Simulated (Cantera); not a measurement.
A perfectly stirred reactor is fed with H2 : O2 : N2 = 0.019 : 1 : 0.4 (molar parts), equivalence ratio 0.0095, at 0.0263 atm; it is held at 1125 K, and followed from long to short residence time.

Model: the H2/O2 subset of GRI-Mech 3.0, which has no nitrogen chemistry, integrated in Cantera. Radical loss at walls, strong at low pressure, is not modelled.

Problem. What does this change do: pressure from 0.0263 atm to 0.0132 atm?

Solution. 
```json
[
 {"quantity": "x(H2) at τ = 6.90 s", "before": "2.40e-5", "after": "2.93e-5"},
 {"quantity": "x(O2) at τ = 6.90 s", "before": "0.702", "after": "0.702"},
 {"quantity": "x(H) at τ = 6.90 s", "before": "3.81e-6", "after": "1.48e-5"},
 {"quantity": "x(O) at τ = 6.90 s", "before": "0.000219", "after": "0.000541"},
 {"quantity": "x(OH) at τ = 6.90 s", "before": "0.000120", "after": "0.000191"},
 {"quantity": "x(H2) at τ = 0.130 s", "before": "0.000227", "after": "0.000289"},
 {"quantity": "x(O2) at τ = 0.130 s", "before": "0.701", "after": "0.698"},
 {"quantity": "x(H) at τ = 0.130 s", "before": "0.000161", "after": "0.000462"},
 {"quantity": "x(O) at τ = 0.130 s", "before": "0.00235", "after": "0.00468"},
 {"quantity": "x(OH) at τ = 0.130 s", "before": "0.000472", "after": "0.000680"}
]
```

Problem. What does this change do: pressure from 0.0263 atm to 0.0316 atm?

Solution. 
| quantity | before | after |
|---|---|---|
| x(H2) at τ = 6.90 s | 2.40e-5 | 2.29e-5 |
| x(O2) at τ = 6.90 s | 0.702 | 0.703 |
| x(H) at τ = 6.90 s | 3.81e-6 | 2.65e-6 |
| x(O) at τ = 6.90 s | 0.000219 | 0.000173 |
| x(OH) at τ = 6.90 s | 0.000120 | 0.000106 |
| x(H2) at τ = 0.130 s | 0.000227 | 0.000217 |
| x(O2) at τ = 0.130 s | 0.701 | 0.701 |
| x(H) at τ = 0.130 s | 0.000161 | 0.000118 |
| x(O) at τ = 0.130 s | 0.00235 | 0.00191 |
| x(OH) at τ = 0.130 s | 0.000472 | 0.000423 |
